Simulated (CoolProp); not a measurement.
Vapour-liquid equilibrium of n-hexane (1) + n-decane (2) at 288.7 K; x and y are mole fractions of (1).

The numbers come from the multi-fluid Helmholtz-energy mixture model, Thol 2019 and Lemmon 2006; pair parameters Kunz 2012 in CoolProp.

```
x     bubble pressure (kPa)  y at the bubble point  dew pressure at overall composition x (kPa)  liquid density (mol/L)
----  ---------------------  ---------------------  -------------------------------------------  ----------------------
0.05                 0.7210                  0.879                                      0.09681                   5.243
0.2                   2.624                  0.972                                       0.1148                   5.521
0.35                  4.564                  0.987                                       0.1410                   5.831
0.5                   6.538                  0.993                                       0.1827                   6.178
0.65                  8.530                  0.996                                       0.2595                   6.569
0.8                   10.52                  0.998                                       0.4474                   7.011
0.95                  12.50                  1.000                                        1.622                   7.514
```

No azeotrope shows between x = 0.05 and 0.95.

The pair parameters rest on a limited set of measurements; away from them the model extrapolates.
